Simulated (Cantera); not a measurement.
Charge: 1 mol borazine, 0.65 mol H2O, 8.6 mol H2, 23 mol NH3, at 2023 K and 3.80 mbar.

Equilibrium computed with Cantera from the NASA thermochemical tables; the gas is ideal and each condensed phase is pure. Candidate condensed phases: B, BN, B2O3, B3O3H3, H2O; 39 gas species. The feed counts by its element totals alone. The tables' values for BH2 are old estimates; treat these amounts as uncertain. Kinetics and transport are ignored.

Base state: H2 0.764, N2 0.198, H 0.0269, HBO 0.00700, BO 0.00350, BH2 0.000191, B2O2 0.000169, B2O 2.56e-5 (mole fractions); condensed: BN(s).

Problem. What changes in the equilibrium state with this change: temperature from 2023 K to 823 K?

Solution. 
| species | before | after |
|---|---|---|
| H2 | 0.764 | 0.799 |
| N2 | 0.198 | 0.200 |
| H2O | 1.25e-6 | 0.000738 |
| H | 0.0269 | <1e-9 |
| HBO | 0.00700 | <1e-9 |
| BO | 0.00350 | <1e-9 |
| BH2 | 0.000191 | <1e-9 |
| B2O2 | 0.000169 | <1e-9 |
| B2O | 2.56e-5 | <1e-9 |
| BN(s), mol | 2.34 | 2.60 |
| B2O3(l), mol | 0 | 0.202 |
